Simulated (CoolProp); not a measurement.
Model: reference Helmholtz-energy equation of state, Lemmon 2006, in CoolProp. It is a short technical equation, of lower accuracy than the large ones.

**Question.** For C3F8 (R218), give the phase and the Z, Joule-Thomson coefficient (K/MPa), viscosity (µPa s), fugacity coefficient at 247.7 K and 1.01 MPa; 260.1 K and 1.01 MPa; 272.4 K and 1.01 MPa.

**Answer.** 
- 247.7 K and 1.01 MPa: liquid; Z 0.0587, Joule-Thomson coefficient -0.230, viscosity 370, fugacity coefficient 0.160
- 260.1 K and 1.01 MPa: liquid; Z 0.0578, Joule-Thomson coefficient -0.165, viscosity 305, fugacity coefficient 0.249
- 272.4 K and 1.01 MPa: liquid; Z 0.0573, Joule-Thomson coefficient -0.0797, viscosity 252, fugacity coefficient 0.366

Viscosity comes from a separate model (Huber 2003), an estimate that may be off by 10 % or more.
